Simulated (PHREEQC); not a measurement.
Dissolve 0.0062 mol FeSO4, 0.01 mol MgSO4, 0.00097 mol NaH2PO4 and 0.22 mol Na2SO4 per kg of water at 20 °C. Closed to the air; pH follows from the charge balance.

The numbers come from PHREEQC with the ion-association model, phreeqc.dat.

```
quantity                        before   after
------------------------------  ------  ------
pH                                5.17    5.30
ionic strength (mol/kgw)         0.562   0.300
Na+ (mol/kgw)                    0.379   0.198
SO4-2 (mol/kgw)                  0.164  0.0912
NaSO4- (mol/kgw)                0.0625  0.0225
SI of Melanterite (FeSO4:7H2O)   -2.41   -2.74
```

### Question
Which change was made?
A) temperature from 20 to 35 °C
B) diluted 2-fold with water
C) Na2SO4 from 0.22 to 0.242 mol/kgw
D) MgSO4 left out

### Answer
B, diluted 2-fold with water

No solid was allowed to form. Some of these states are supersaturated (in Vivianite, for instance).
